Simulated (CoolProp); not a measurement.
Vapour-liquid equilibrium of propane (1) + c-C4F8 (RC318) (2) at 41.25 °C; x and y are mole fractions of (1).

The numbers come from the multi-fluid Helmholtz-energy mixture model, Lemmon 2009 and Platzer 1990; pair parameters Bell 2016 in CoolProp. This equation is an older, rougher fit; its heat capacities, sound speeds and derivatives of the liquid may be far off and weren't checked against measurements.

```
x      bubble pressure (bar)  y at the bubble point  dew pressure at overall composition x (bar)  liquid density (mol/L)
-----  ---------------------  ---------------------  -------------------------------------------  ----------------------
0.05                   6.199                  0.190                                        5.349                   7.232
0.125                  7.709                  0.369                                        5.775                   7.364
0.2                    9.015                  0.481                                        6.267                   7.501
0.275                  10.11                  0.558                                        6.841                   7.646
0.35                   11.02                  0.614                                        7.516                   7.802
0.425                  11.76                  0.658                                        8.315                     [?]
0.5                    12.38                  0.696                                        9.266                     [?]
0.575                  12.89                    [?]                                        10.38                   8.389
0.65                   13.32                  0.763                                        11.62                   8.647
0.725                    [?]                    [?]                                        12.82                   8.948
0.8                    13.97                  0.839                                        13.70                   9.302
0.875                  14.16                  0.887                                        14.13                     [?]
0.95                   14.19                  0.948                                        14.19                   10.19
```

Q: Fill in the missing entries.

A: 
- 0.425, liquid density (mol/L): 7.974
- 0.5, liquid density (mol/L): 8.167
- 0.575, y at the bubble point: 0.730
- 0.725, bubble pressure (bar): 13.69
- 0.725, y at the bubble point: 0.799
- 0.875, liquid density (mol/L): 9.715

y crosses x between x = 0.875 and 0.95: the model has an azeotrope there.

The pair parameters rest on a limited set of measurements; away from them the model extrapolates.
